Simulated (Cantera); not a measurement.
A perfectly stirred reactor is fed with CH4 : H2O = 1 : 3.4 (molar parts), at 101000 Pa; it is held at 1550 K, and followed from long to short residence time.

Detailed kinetics in Cantera: GRI-Mech 3.0 (53 species, 325 reactions).

One state of this run: x CH4 = 0.0574; x H2O = 0.551; x CO2 = 0.0215; x OH = 9.80e-7; x C2H = 4.43e-9; x CH2CO = 2.21e-5. x: mole fraction; the columns are a selection and need not sum to one.

**Question.** Which value of τ (s) does it belong to?
A) 1.9
B) 0.0012
C) 0.00019
D) 0.30

**Answer.** A, 1.9
